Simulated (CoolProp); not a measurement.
Vapour pressure (bar) of c-C4F8 (RC318): the reference equation beside estimates from Tc = 115.2 °C, pc = 27.78 bar, ω = 0.355. Clausius-Clapeyron is anchored at 36.05 °C with a constant enthalpy of vaporisation of 19.82 kJ/mol.

Computed with CoolProp (reference Helmholtz-energy equation of state, Platzer 1990). This equation is an older, rougher fit; its heat capacities, sound speeds and derivatives of the liquid may be far off and weren't checked against measurements.

```json
[
 {"T (°C)": "-13.45", "reference": "0.7356", "Clausius-Clapeyron": "1.009", "van der Waals": "4.390", "Redlich-Kwong": "1.630", "Soave-Redlich-Kwong": "0.7350"},
 {"T (°C)": "3.05", "reference": "1.451", "Clausius-Clapeyron": "1.746", "van der Waals": "6.033", "Redlich-Kwong": "2.772", "Soave-Redlich-Kwong": "1.451"},
 {"T (°C)": "19.55", "reference": "2.616", "Clausius-Clapeyron": "2.840", "van der Waals": "8.032", "Redlich-Kwong": "4.398", "Soave-Redlich-Kwong": "2.621"},
 {"T (°C)": "36.05", "reference": "4.385", "Clausius-Clapeyron": "4.385", "van der Waals": "10.41", "Redlich-Kwong": "6.600", "Soave-Redlich-Kwong": "4.409"},
 {"T (°C)": "52.55", "reference": "6.934", "Clausius-Clapeyron": "6.480", "van der Waals": "13.20", "Redlich-Kwong": "9.465", "Soave-Redlich-Kwong": "6.997"},
 {"T (°C)": "69.15", "reference": "10.48", "Clausius-Clapeyron": "9.241", "van der Waals": "16.42", "Redlich-Kwong": "13.10", "Soave-Redlich-Kwong": "10.61"},
 {"T (°C)": "85.65", "reference": "15.20", "Clausius-Clapeyron": "12.73", "van der Waals": "20.08", "Redlich-Kwong": "17.54", "Soave-Redlich-Kwong": "15.41"},
 {"T (°C)": "102.15", "reference": "21.42", "Clausius-Clapeyron": "17.05", "van der Waals": "24.19", "Redlich-Kwong": "22.87", "Soave-Redlich-Kwong": "21.65"}
]
```

Absolute difference from the reference over all 8 rows, mean and median: Clausius-Clapeyron 15.1 and 14.0 %, van der Waals 168.6 and 113.9 %, Redlich-Kwong 51.9 and 43.5 %, Soave-Redlich-Kwong 0.7 and 0.7 %.
